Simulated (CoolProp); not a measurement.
Properties of octamethyltrisiloxane (MDM) along the isobar 6.13 MPa.

Values from CoolProp's reference Helmholtz-energy equation of state, Thol 2017.

```tsv
T (°C)	phase	density (kg/m³)	expansivity (1/kK)	fugacity coefficient
50.15	liquid	799.7	1.195	0.0007056
78.15	liquid	772.8	1.256	0.002583
106.05	liquid	745.4	1.330	0.007327
134.05	liquid	717.3	1.418	0.01718
162.05	liquid	688.4	1.526	0.03461
189.95	liquid	658.5	1.659	0.06165
217.95	liquid	627.2	1.826	0.09981
245.95	liquid	594.3	2.036	0.1492
273.85	liquid	559.5	2.298	0.2085
301.85	supercritical	522.4	2.616	0.2761
```
